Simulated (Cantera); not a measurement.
Mixture: CH4 : O2 : N2 = 1 : 0.952 : 3.58 (molar parts), at 1000000 Pa, adiabatic and at constant pressure. Ignition delay is the time to a rise of 400 K.

Cantera simulation using GRI-Mech 3.0 (53 species, 325 reactions); the numbers are that mechanism's predictions, not measurements.

**Question.** Predict: delay at 1223 K; delay at 1423 K; delay at 1623 K; delay at 1823 K; apparent activation energy between 1723 and 1923 K.

**Answer.** 
| Item | Result |
|---|---|
| delay at 1223 K | 5.36 ms |
| delay at 1423 K | 0.579 ms |
| delay at 1623 K | 83.4 µs |
| delay at 1823 K | 16.4 µs |
| apparent activation energy between 1723 and 1923 K | 200 kJ/mol |
